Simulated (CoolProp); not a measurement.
A closed Brayton cycle with carbon dioxide: compressor inlet 327.15 K and 9 MPa, high pressure 18.8 MPa, turbine inlet 625 K, compressor efficiency 0.89, turbine efficiency 0.93, recuperator effectiveness 0 (on enthalpy, no pinch check). Each further row changes one setting.

The numbers come from the reference Helmholtz-energy equation of state, Span 1996 in CoolProp.

```json
[
 {"case": "as stated", "thermal efficiency (%)": "12.1", "net work (kJ/kg)": "40.4", "compressor to turbine work": "0.45", "compressor exit (K)": "385.1", "turbine exit (K)": "546.5"},
 {"case": "turbine inlet 575 K", "thermal efficiency (%)": "12.0", "net work (kJ/kg)": "32.7", "compressor to turbine work": "0.50", "compressor exit (K)": "385.1", "turbine exit (K)": "499.6"},
 {"case": "compressor inlet 337.15 K", "thermal efficiency (%)": "11.7", "net work (kJ/kg)": "35.5", "compressor to turbine work": "0.52", "compressor exit (K)": "400.3", "turbine exit (K)": "546.5"},
 {"case": "high pressure 16 MPa", "thermal efficiency (%)": "9.7", "net work (kJ/kg)": "33.6", "compressor to turbine work": "0.42", "compressor exit (K)": "372.2", "turbine exit (K)": "563.5"},
 {"case": "recuperator effectiveness 0.5", "thermal efficiency (%)": "17.0", "net work (kJ/kg)": "40.4", "compressor to turbine work": "0.45", "compressor exit (K)": "385.1", "turbine exit (K)": "546.5"}
]
```
